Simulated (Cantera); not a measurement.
**N2O furnace oxynitridation**

An isothermal, constant-pressure homogeneous reactor starts with 61.6 % N2O, 0.136 % H2, 38.2 % N2, at 1498 K and 0.0540 bar.

Detailed kinetics in Cantera: GRI-Mech 3.0 (53 species, 325 reactions). GRI-Mech 3.0 was tuned for natural gas; its chemistry of N2O as a main component is partial and can be far from experiment. The temperature is held fixed by assumption; the heat of reaction is taken as removed at once.

| t (s) | x N2O | x H2 | x HO2 | x OH | x NO | x H2O | x H |
|---|---|---|---|---|---|---|---|
| 0.000400 | 0.616 | 0.00132 | 2.62e-6 | 3.79e-5 | 0.000142 | 1.70e-5 | 8.86e-7 |
| 0.000872 | 0.614 | 0.00122 | 9.49e-6 | 7.73e-5 | 0.000343 | 8.73e-5 | 1.40e-6 |
| 0.00190 | 0.612 | 0.000961 | 1.53e-5 | 0.000112 | 0.000774 | 0.000327 | 1.54e-6 |
| 0.00414 | 0.606 | 0.000539 | 1.22e-5 | 0.000107 | 0.00170 | 0.000752 | 9.13e-7 |
| 0.00902 | 0.594 | 0.000184 | 6.51e-6 | 7.80e-5 | 0.00370 | 0.00112 | 3.32e-7 |
| 0.0197 | 0.569 | 3.04e-5 | 2.59e-6 | 5.42e-5 | 0.00802 | 0.00127 | 1.21e-7 |
| 0.0428 | 0.521 | 1.16e-6 | 1.10e-6 | 4.80e-5 | 0.0168 | 0.00128 | 8.99e-8 |
| 0.0934 | 0.431 | 7.85e-8 | 5.05e-7 | 4.94e-5 | 0.0330 | 0.00124 | 1.02e-7 |
| 0.203 | 0.292 | 8.74e-8 | 2.04e-7 | 4.92e-5 | 0.0581 | 0.00116 | 1.27e-7 |
| 0.443 | 0.133 | 1.11e-7 | 6.73e-8 | 4.73e-5 | 0.0862 | 0.00108 | 1.70e-7 |
| 0.966 | 0.0279 | 1.26e-7 | 1.86e-8 | 4.29e-5 | 0.104 | 0.00103 | 1.84e-7 |
| 2.11 | 0.00193 | 4.98e-8 | 8.61e-9 | 2.54e-5 | 0.107 | 0.00103 | 4.28e-8 |
| 4.59 | 2.86e-5 | 1.98e-8 | 8.38e-9 | 1.59e-5 | 0.107 | 0.00103 | 1.08e-8 |
| 10.0 | 3.31e-6 | 1.94e-8 | 8.39e-9 | 1.57e-5 | 0.107 | 0.00103 | 1.04e-8 |
x: mole fraction; the columns are a selection and need not sum to one.

Equilibrium at this temperature and pressure: N2O 1.78e-8, H2 1.69e-8, HO2 1.02e-8, OH 1.67e-5, NO 0.00127, H2O 0.00103, H 9.69e-9 (gas phase only).
